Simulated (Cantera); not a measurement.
Charge: 1 mol Al2O3, 0.083 mol Cl2, held at 1402 °C and 10.0 mbar.

Method: chemical equilibrium by Gibbs-energy minimisation in Cantera with the NASA 1993 tables (ideal gas, pure condensed phases). Candidate condensed phases: Al, AlCl3, Al2O3; 17 gas species. Kinetics and transport are ignored.

Base state: Cl 0.760, Cl2 0.204, AlCl3 0.0207, O2 0.0154, ClO 0.000189, O 4.24e-5 (mole fractions); condensed: Al2O3(s).

Question: What changes in the equilibrium state with this change: temperature from 1402 °C to 650 °C?

Answer: 
```json
[
 {"species": "Cl2", "before": "0.204", "after": "0.999"},
 {"species": "Cl", "before": "0.760", "after": "0.00112"},
 {"species": "AlCl3", "before": "0.0207", "after": "2.16e-5"},
 {"species": "O2", "before": "0.0154", "after": "1.62e-5"},
 {"species": "O", "before": "4.24e-5", "after": "<1e-9"},
 {"species": "ClO", "before": "0.000189", "after": "3.50e-8"},
 {"species": "Al2O3(s), mol", "before": "0.999", "after": "1.000"}
]
```
Condensed phases not in the tables: AlOCl.
